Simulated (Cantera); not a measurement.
An isothermal, constant-pressure homogeneous reactor starts with 24.4 % CH4, 75.6 % N2, at 1698 K and 101000 Pa.

Detailed kinetics in Cantera: GRI-Mech 3.0 (53 species, 325 reactions). GRI-Mech 3.0 stops at C3 and has no aromatics, soot or wall deposition, so with more carbon than oxygen in the feed, carbon stays in small species such as C2H2 where larger ones or solid carbon would form.

One state of this run: x CH4 = 0.00613; x H = 7.73e-5; x C2H6 = 8.87e-7; x CH3 = 3.36e-5; x C2H4 = 0.00134. x: mole fraction; the columns are a selection and need not sum to one.

### Question
Which value of t (s) does it belong to?
A) 7.76
B) 0.176
C) 0.453
D) 0.0682

### Answer
A, 7.76
